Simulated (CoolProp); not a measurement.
Vapour-liquid equilibrium of carbon monoxide (1) + methane (2) at 0.281 MPa; x and y are mole fractions of (1).

The numbers come from the multi-fluid Helmholtz-energy mixture model, Lemmon 2006 and Setzmann 1991; pair parameters Kunz 2012 in CoolProp.

| x | bubble temperature, mixture model (K) | bubble temperature, Raoult's law (K) | y, mixture model | y, Raoult's law |
|---|---|---|---|---|
| 0.05 | (withheld) | 120.3 | (withheld) | 0.339 |
| 0.2 | 108.1 | 109.9 | 0.769 | 0.752 |
| 0.35 | 101.6 | 103.7 | (withheld) | 0.884 |
| 0.5 | 97.9 | 99.6 | 0.941 | 0.941 |
| 0.65 | (withheld) | 96.6 | 0.964 | 0.970 |
| 0.8 | 93.9 | 94.3 | (withheld) | 0.987 |
| 0.95 | 92.4 | 92.4 | (withheld) | 0.997 |

### Question
Some entries are withheld; supply them.

### Answer

- 0.05, bubble temperature, mixture model (K): 120.0
- 0.05, y, mixture model: 0.333
- 0.35, y, mixture model: 0.894
- 0.65, bubble temperature, mixture model (K): 95.6
- 0.8, y, mixture model: 0.980
- 0.95, y, mixture model: 0.994

The largest gap from Raoult's law is -2.1 K in bubble temperature, at x = 0.35. No azeotrope shows between x = 0.05 and 0.95.

The pair parameters rest on a limited set of measurements; away from them the model extrapolates.
